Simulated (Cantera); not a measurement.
Input: 1 mol CCl4, 0.039 mol H2, held at 0.520 bar.

Equilibrium computed with Cantera from the NASA thermochemical tables; the gas is ideal and each condensed phase is pure. Candidate condensed phases: C, C6H6, C7H8, C8H18; 91 gas species. The tables' values for CCl are old estimates; treat these amounts as uncertain. Gases not in the tables: chlorinated aromatics. The numbers say what is thermodynamically allowed, not how fast it happens.

x: gas mole fraction; n: condensed amount in mol.

```tsv
T (°C)	x Cl	x Cl2	x HCl	x C3	x H	n C(graphite)
1027	0.0167	0.945	0.0379	<1e-12	4.50e-12	0.999
1177	0.0545	0.908	0.0372	<1e-12	9.56e-11	1.000
1327	0.138	0.826	0.0356	<1e-12	1.16e-9	1.000
1477	0.284	0.683	0.0328	<1e-12	9.26e-9	1.000
1627	0.480	0.491	0.0291	…	5.54e-8	0.999
1777	0.675	0.300	0.0253	…	2.75e-7	0.998
1927	0.818	0.159	0.0226	…	1.23e-6	0.998
2077	0.900	0.0788	0.0210	…	5.01e-6	0.997
2227	0.940	0.0392	0.0203	…	1.85e-5	0.997
2377	0.959	0.0203	0.0198	…	6.10e-5	0.997
2527	0.969	0.0111	0.0195	…	0.000179	0.997
2677	0.973	0.00640	0.0191	…	0.000471	0.993
2827	0.974	0.00387	0.0183	…	0.00111	0.974
2977	0.969	0.00241	0.0168	…	0.00231	0.897
```

Fill in the missing entries.


- 1627, x C3: 3.97e-12
- 1777, x C3: 1.77e-10
- 1927, x C3: 4.65e-9
- 2077, x C3: 7.94e-8
- 2227, x C3: 9.56e-7
- 2377, x C3: 8.60e-6
- 2527, x C3: 6.07e-5
- 2677, x C3: 0.000349
- 2827, x C3: 0.00168
- 2977, x C3: 0.00697
